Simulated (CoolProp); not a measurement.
Vapour-liquid equilibrium of propane (1) + dimethyl ether (2) at -19.55 °C; x and y are mole fractions of (1).

Values from CoolProp's multi-fluid Helmholtz-energy mixture model, Lemmon 2009 and Wu 2011; pair parameters Bell 2016.

```csv
x,"bubble pressure, mixture model (bar)","bubble pressure, Raoult's law (bar)","y, mixture model","y, Raoult's law"
0.05,1.429,1.327,0.152,0.094
0.125,1.634,1.418,0.307,0.219
0.2,1.800,1.509,0.412,0.329
0.275,1.936,1.601,…,0.427
0.35,2.049,1.692,…,0.514
0.425,2.143,1.784,0.607,0.592
0.5,…,1.875,0.654,0.663
0.575,…,1.967,0.699,0.727
0.65,2.351,2.058,0.742,0.785
0.725,…,2.150,0.787,0.838
0.8,2.440,2.241,0.836,0.887
0.875,2.469,2.333,0.890,0.932
0.95,2.484,2.424,0.952,0.974
```

What belongs in the gaps?


- 0.275, y, mixture model: 0.491
- 0.35, y, mixture model: 0.554
- 0.5, bubble pressure, mixture model (bar): 2.224
- 0.575, bubble pressure, mixture model (bar): 2.292
- 0.725, bubble pressure, mixture model (bar): 2.400

The largest gap from Raoult's law is +21.1 % in bubble pressure, at x = 0.35. No azeotrope shows between x = 0.05 and 0.95.

Pair parameters are fitted to limited data, so mixtures are less certain than the pure fluids.
